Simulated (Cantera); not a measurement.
Gas mixture: 100 % N2O, at 1.01 bar, frozen composition.

Cantera's kinetic-theory transport with the Lennard-Jones parameters of GRI-Mech 3.0, ideal gas; thermal conductivity in the multicomponent form. The composition is frozen, though it would react at the higher temperatures.

One state of this run: ρ (kg/m³) = 0.825; cp (J/kg/K) = 1127; μ (µPa s) = 29.1; λ (mW/m/K) = 44.1; Pr = 0.744; D (cm²/s) CO2 = 0.467; D (cm²/s) N2 = 0.617; D (cm²/s) H2O = 0.743. D: mixture-averaged diffusion coefficient of that species in the mixture.

Problem. Which value of T (K) does it belong to?
A. 650
B. 1650
C. 2400
D. 400

Solution. A, 650
